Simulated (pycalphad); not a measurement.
CALPHAD calculation (pycalphad, COST 507 light-alloy database (1999)), 1 atm. The database dates from 1999; later assessments differ in places, in temperatures and in the compounds included. Amounts are mole fractions of atoms.

Task: Give the equilibrium state of Si-2.183C (wt.%) at 1925 K.

Result: liquid, fraction 0.901, with 0.01 C wt.%; CSI, fraction 0.099, with 30.0 C wt.%.

Task: Give the equilibrium state of Si-2.183C (wt.%) at 1325 K.

Result: diamond (Si), fraction 0.901, with <0.01 C wt.%; CSI, fraction 0.099, with 30.0 C wt.%.

Database names, with the compositions (at.%) that they take in these runs: CSI: Si 50 C 50.
